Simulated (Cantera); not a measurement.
Feed: 1 mol V₂O₅, 2700 mol H₂, at 1050 K and 0.280 bar.

These are equilibrium values from Cantera (NASA tables, ideal gas, pure condensed phases), not measurements of a reactor. Candidate condensed phases: H₂O, V, VO, V₂O₃, V₂O₄, V₂O₅; 12 gas species. Condensed phases not in the tables: the oxides between V₂O₃ and V₂O₅ other than VO₂. The numbers say what is thermodynamically allowed, not how fast it happens.

Q: What is the equilibrium state?

A: 
```
Quantity                              Result
----------------------------------  --------
x(H₂)                                  0.999
x(H₂O)                              0.000741
n(V₂O₃(s))                          1.00 mol
gas amount                          2700 mol
log10 activity of V(s) (absent)        -4.76
log10 activity of V₂O₅(l) (absent)    -17.16
```
